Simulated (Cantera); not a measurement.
Charge: 1 mol SiH2Cl2, 20 mol N2, at 825 K and 18.0 mbar.

Method: chemical equilibrium by Gibbs-energy minimisation in Cantera with the NASA 1993 tables (ideal gas, pure condensed phases). Candidate condensed phases: NH4Cl, Si, Si3N4; 28 gas species. N2 is the only nitrogen source here; it is nearly inert below about 1500 K, so the nitride shown seldom forms there in practice. Equilibrium is a limit: real reactors are often held back by kinetics, nucleation or transport.

Base state: N2 0.915, HCl 0.0596, H2 0.0172, SiCl4 0.00859 (mole fractions); condensed: Si3N4(s).

Task: What changes in the equilibrium state with this change: N2 from 20 to 67 mol?

Result: 
```csv
species,before,after
N2,0.915,0.973
HCl,0.0596,0.0209
H2,0.0172,0.00419
SiCl4,0.00859,0.00209
"Si3N4(s), mol",0.272,0.286
```

Task: What changes in the equilibrium state with this change: N2 from 20 to 260 mol?

Result: 
| species | before | after |
|---|---|---|
| N2 | 0.915 | 0.993 |
| HCl | 0.0596 | 0.00606 |
| H2 | 0.0172 | 0.000799 |
| SiCl4 | 0.00859 | 0.000400 |
| Si3N4(s), mol | 0.272 | 0.299 |
